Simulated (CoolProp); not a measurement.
Values from CoolProp's reference Helmholtz-energy equation of state, Gao 2020.

Task: Give the vapour pressure (kPa), vapour density (kg/m³), liquid conductivity (mW/(m K)) of saturated ammonia at 310.7, 332.3 K.

Result: 
```
T (K)  p (kPa)  vapour density (kg/m³)  liquid conductivity (mW/(m K))
-----  -------  ----------------------  ------------------------------
310.7     1450                    11.2                             451
332.3     2560                    20.0                             392
```

Thermal conductivity comes from a separate model (Tufeu 1984).
